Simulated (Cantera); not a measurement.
Feed: 1 mol SiCl4, 390 mol H2, 0.2 mol HCl, at 1150 K and 21.0 mbar.

Method: chemical equilibrium by Gibbs-energy minimisation in Cantera with the NASA 1993 tables (ideal gas, pure condensed phases). Candidate condensed phases: Si; 19 gas species. The tables' values for SiCl3 are old estimates; treat these amounts as uncertain. Rates play no part.

Base state: H2 0.990, HCl 0.0101, SiCl2 0.000226, SiHCl3 2.50e-5, SiCl3 1.61e-5, SiCl4 1.25e-5 (mole fractions); condensed: Si(s).

Task: What changes in the equilibrium state with this change: temperature from 1150 K to 1000 K?

Result: 
```tsv
species	before	after
H2	0.990	0.991
HCl	0.0101	0.00782
SiCl4	1.25e-5	0.000374
SiHCl3	2.50e-5	0.000334
SiH2Cl2	6.26e-6	3.21e-5
Si(s), mol	0.888	0.653
```
